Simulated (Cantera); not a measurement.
A closed system holds: 1 mol AlCl₃, 4.1 mol N₂O, 75 mol N₂, at 1402 °C and 750 Torr.

These are equilibrium values from Cantera (NASA tables, ideal gas, pure condensed phases), not measurements of a reactor. The numbers say what is thermodynamically allowed, not how fast it happens.

```csv
species,before,after
N₂,0.957,0.965
Cl₂,0.00974,0.0171
O₂,0.0154,0.0158
Cl,0.0166,0.00245
AlCl₃,6.82e-5,2.26e-6
NO,0.000785,0.000162
ClO,4.14e-5,9.37e-6
"Al₂O₃(s), mol",0.497,0.500
```
Gas species are given as mole fractions.

What was changed between the two runs?
A. N₂ from 75 to 210 mol
B. temperature from 1402 °C to 1075 °C
C. pressure from 750 Torr to 0.0825 Torr
D. temperature from 1402 °C to 377 °C

B, temperature from 1402 °C to 1075 °C
